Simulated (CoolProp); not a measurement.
Values from CoolProp's reference Helmholtz-energy equation of state, Smukala 2000.

Question: Give the vapour pressure (MPa), liquid density (kg/m³), enthalpy of vaporisation (kJ/kg), liquid cp (kJ/(kg K)) of saturated ethylene at -46.75, -40.25, -27.45 °C.

Answer: 
| T (°C) | p (MPa) | liquid density (kg/m³) | enthalpy of vaporisation (kJ/kg) | liquid cp (kJ/(kg K)) |
|---|---|---|---|---|
| -46.75 | 1.18 | 475 | 376 | 2.78 |
| -40.25 | 1.44 | 461 | 358 | 2.89 |
| -27.45 | 2.08 | 433 | 319 | 3.21 |
